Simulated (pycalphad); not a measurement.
All values are pycalphad results on the COST 507 light-alloy database (1999) (1 atm), not direct measurements. The data set is of 1999 and partly superseded. Amounts are mole fractions of atoms.

Question: Give the equilibrium state of Si-34.5Cu (at.%) at 877 °C.

Answer: 
```
T = 1150.00 K, P = 101325 Pa, N = 1 mol of atoms
G = -47300 J/mol, H = 28459 J/mol, S = 65.88 J/(mol K)  (SER reference)
chemical potentials (J/mol): Si -37765, Cu -65402
phase             fraction      x(Si)      x(Cu)
LIQUID              0.5260     0.3441     0.6559
DIAMOND_A4          0.4740     1.0000       none
```

Question: Give the equilibrium state of Si-34.5Cu (at.%) at 502 °C.

Answer: diamond (Si), fraction 0.546, with no Cu at.%; CU19SI6_ETA, fraction 0.454, with 76.0 Cu at.%.

Database names, with the compositions (at.%) that they take in these runs: CU19SI6_ETA: Cu 76 Si 24. DIAMOND_A4 is diamond (Si). An entry "none" or "no" means that the model of the phase leaves that element out.
